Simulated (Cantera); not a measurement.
Feed: 1 mol Cu2O, 6.1 mol C, 0.11 mol N2, 0.85 mol CH4, held at 1550 K and 13.3 mbar.

Equilibrium computed with Cantera from the NASA thermochemical tables; the gas is ideal and each condensed phase is pure. Candidate condensed phases: C, C6H6, C7H8, C8H18, Cu, CuO, Cu(OH)2, Cu2O, H2O; 139 gas species. Rates play no part.

Base state: H2 0.604, CO 0.355, N2 0.0390, Cu 0.00139, HCN 0.000228, H 0.000212 (mole fractions); condensed: C(graphite) + Cu(l).

**Question.** What changes in the equilibrium state with this change: temperature from 1550 K to 2123.15 K?

**Answer.** 
```json
[
 {"species": "Cu", "before": "0.00139", "after": "0.410"},
 {"species": "H2", "before": "0.604", "after": "0.340"},
 {"species": "CO", "before": "0.355", "after": "0.206"},
 {"species": "H", "before": "0.000212", "after": "0.0181"},
 {"species": "N2", "before": "0.0390", "after": "0.0216"},
 {"species": "Cu2", "before": "7.45e-7", "after": "0.00109"},
 {"species": "C2H2 (acetylene)", "before": "9.69e-6", "after": "0.000563"},
 {"species": "HNC", "before": "4.50e-6", "after": "0.000140"},
 {"species": "HCN", "before": "0.000228", "after": "0.00199"},
 {"species": "C(graphite), mol", "before": "5.95", "after": "5.93"},
 {"species": "Cu(l), mol", "before": "2.00", "after": "0"}
]
```
